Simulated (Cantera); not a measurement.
A closed system holds: 1 mol HMDSO, 0.14 mol CO2, 25 mol H2, at 2098.15 K and 4600 Pa.

Cantera equilibrium calculation (NASA polynomials, part measured and part estimated; ideal gas, pure solids and liquids). Candidate condensed phases: C, C6H6, C7H8, C8H18, H2O, Si, SiC, SiO2; 123 gas species. The feed counts by its element totals alone. Gases not in the tables: Si2H6 and higher silanes. Rates play no part.

Base state: H2 0.948, CO 0.0356, H 0.0140, C2H2 (acetylene) 0.00135, SiO 0.000412, Si 0.000220, SiH 2.51e-5, SiC2 1.41e-5 (mole fractions); condensed: C(graphite) + SiC(s).

### Question
What changes in the equilibrium state with this change: temperature from 2098.15 K to 1825 K?

### Answer
```tsv
species	before	after
H2	0.948	0.961
CO	0.0356	0.0360
H	0.0140	0.00201
C2H2 (acetylene)	0.00135	0.000207
SiO	0.000412	0.000215
SiC2	1.41e-5	4.49e-8
Si	0.000220	2.67e-6
SiH	2.51e-5	5.96e-7
C(graphite), mol	2.80	2.86
SiC(s), mol	1.98	1.99
```

### Question
What changes in the equilibrium state with this change: temperature from 2098.15 K to 748.15 K?

### Answer
```csv
species,before,after
H2,0.948,0.882
CH4,1.37e-5,0.118
CO,0.0356,<1e-9
H,0.0140,<1e-9
SiO,0.000412,<1e-9
C2H2 (acetylene),0.00135,<1e-9
Si,0.000220,<1e-9
SiH,2.51e-5,<1e-9
SiC2,1.41e-5,<1e-9
SiH2,1.33e-5,<1e-9
"C(graphite), mol",2.80,1.19
"SiC(s), mol",1.98,1.36
"SiO2(α-quartz), mol",0,0.640
```
